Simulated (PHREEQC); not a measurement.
A solution holds 0.00016 mol PbCl2, 0.026 mol KBr and 0.00014 mol Cu(NO3)2 per kg of water, at 20 °C. Closed to the air; pH follows from the charge balance.

Computed with PHREEQC (ion-association model, wateq4f.dat).

```
quantity                   before     after
-----------------------  --------  --------
pH                           5.72      6.00
Pb+2 (mol/kgw)            8.99e-5   8.95e-5
PbBr+ (mol/kgw)           6.81e-5   6.81e-5
PbOH+ (mol/kgw)           5.84e-7   1.11e-6
PbCl+ (mol/kgw)           5.41e-7   5.41e-7
Pb(OH)2 (mol/kgw)        1.02e-10  3.72e-10
SI of Pb(OH)2 (Pb(OH)2)     -1.19     -0.63
SI of Litharge (PbO)        -5.79     -5.23
```

Which change was made?
(A) 0.00045 mol/kgw NaNO3 added
(B) KBr from 0.026 to 0.0234 mol/kgw
(C) diluted 100-fold with water
(D) Cu(NO3)2 left out
(E) PbCl2 from 0.00016 to 0.000176 mol/kgw

D, Cu(NO3)2 left out

No solid was allowed to form.
